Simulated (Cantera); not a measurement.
Feed: 1 mol AlCl3, 4.3 mol N2O, 5.5 mol H2, 3.2 mol NH3, equilibrated at 0.0100 bar.

Equilibrium computed with Cantera from the NASA thermochemical tables; the gas is ideal and each condensed phase is pure. Candidate condensed phases: Al, AlCl3, AlN, Al2O3, H2O, NH4Cl; 45 gas species. Kinetics and transport are ignored. All values below are at 1898 K.

Base state: H2 0.337, N2 0.332, HCl 0.167, H2O 0.158, H 0.00453, Cl 0.00170, OH 0.000174 (mole fractions); condensed: Al2O3(s).

Question: What changes in the equilibrium state with this change: AlCl3 replaced by Al(CH3)3?

Answer: 
```json
[
 {"species": "H2", "before": "0.337", "after": "0.616"},
 {"species": "N2", "before": "0.332", "after": "0.247"},
 {"species": "CO", "before": "0", "after": "0.126"},
 {"species": "HCl", "before": "0.167", "after": "0"},
 {"species": "H2O", "before": "0.158", "after": "1.34e-5"},
 {"species": "Al", "before": "1.03e-9", "after": "0.00326"},
 {"species": "Cl", "before": "0.00170", "after": "0"},
 {"species": "Al2O", "before": "<1e-9", "after": "0.00165"},
 {"species": "AlH", "before": "<1e-9", "after": "9.07e-5"},
 {"species": "Al2O3(s), mol", "before": "0.500", "after": "0.420"}
]
```
The feed counts by its element totals alone. The tables' values for AlOH are old estimates; treat these amounts as uncertain. Further candidate phases: C, C6H6, C7H8, C8H18.

Question: What changes in the equilibrium state with this change: NH3 from 3.2 to 0.27 mol?

Answer: 
```tsv
species	before	after
N2	0.332	0.373
HCl	0.167	0.248
H2O	0.158	0.235
H2	0.337	0.136
NO	4.84e-6	1.90e-5
OH	0.000174	0.000408
Cl	0.00170	0.00398
H	0.00453	0.00288
Al2O3(s), mol	0.500	0.500
```
